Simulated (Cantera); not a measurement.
A Cantera script and what it prints.

```python
import numpy as np
import cantera as ct

gas_names = [...]  # 95 gases of nasa_gas.yaml made of C, F, H
cond_names = """
    C(gr) C6H6(L) C7H8(L) C8H18(L),n-octa
""".split()


# ... load() reads the species with a 1 bar reference pressure and builds the phases ...
atoms = {
    'CH3F': {'C': 1, 'H': 3, 'F': 1},
    'H2': {'H': 2},
}
top_T = {'C(gr)': 4500}  # K; cautious upper limits of use, not melting points


# ... equilibrate(T, P, feed) seeds the gas with the atoms and calls Mixture.equilibrate('TP', solver="vcs", rtol=1e-11, max_steps=5000) ...
results = []
feed = {'CH3F': 1, 'H2': 1.4}  # mol
P = 1200  # Pa
for T in [2275, 2325, 2375, 2425, 2475, 2525, 2575, 2625, 2675, 2725, 2775, 2825, 2875, 2925]:
    mix = equilibrate(T, P, feed)
    results.append((T, P, feed, dict(zip(mix.species_names, mix.species_moles))))

top = {s: max(r[3][s] / sum(r[3][g] for g in gas_names) for r in results) for s in gas_names}
cols = sorted((s for s in top if top[s] > 1e-06), key=lambda s: -top[s])[:9]
seen = [c for c in cond_names if any(r[3].get(c, 0) > 1e-12 for r in results)]
print("log10 of partial pressures in bar; condensed amounts in mol")
print(f"{'T/K':>10s}" + "".join(f"{s[:9]:>10s}" for s in cols + seen))
for T, P, feed, n in results:
    ng = sum(n[g] for g in gas_names)
    print(f"{T:10.4g}" + "".join(f"{np.log10(max(n[s] / ng * P / 1e5, 1e-99)):10.3f}" for s in cols)
          + "".join(f"{n.get(c, 0):10.4g}" for c in seen))
```

It prints:

```
log10 of partial pressures in bar; condensed amounts in mol
       T/K        H2         H        HF        C3 C2H2,acet       C2H         F         C        C2     C(gr)
      2275    -2.108    -3.125    -2.466    -7.980    -4.527    -6.917    -6.443    -8.256    -9.033    0.9825
      2325    -2.118    -3.018    -2.470    -7.578    -4.429    -6.646    -6.262    -7.903    -8.628    0.9777
      2375    -2.131    -2.916    -2.475    -7.194    -4.338    -6.389    -6.089    -7.565    -8.240    0.9721
      2425    -2.147    -2.821    -2.481    -6.827    -4.255    -6.143    -5.922    -7.240    -7.868    0.9655
      2475    -2.166    -2.731    -2.488    -6.474    -4.178    -5.910    -5.761    -6.930    -7.512    0.9577
      2525    -2.189    -2.647    -2.496    -6.136    -4.110    -5.689    -5.605    -6.631    -7.170    0.9487
      2575    -2.217    -2.569    -2.505    -5.812    -4.049    -5.478    -5.455    -6.344    -6.841    0.9383
      2625    -2.249    -2.496    -2.515    -5.500    -3.997    -5.279    -5.308    -6.068    -6.526    0.9259
      2675    -2.286    -2.430    -2.527    -5.201    -3.953    -5.091    -5.166    -5.803    -6.222    0.9107
      2725    -2.329    -2.369    -2.540    -4.913    -3.918    -4.913    -5.027    -5.547    -5.930    0.8912
      2775    -2.379    -2.315    -2.554    -4.635    -3.892    -4.746    -4.890    -5.301    -5.648    0.8642
      2825    -2.436    -2.267    -2.570    -4.368    -3.877    -4.589    -4.756    -5.063    -5.377    0.8244
      2875    -2.500    -2.226    -2.587    -4.111    -3.871    -4.443    -4.623    -4.834    -5.115     0.762
      2925    -2.573    -2.191    -2.605    -3.862    -3.876    -4.307    -4.492    -4.613    -4.862    0.6598
```

Cantera equilibrium calculation (NASA polynomials, part measured and part estimated; ideal gas, pure solids and liquids).
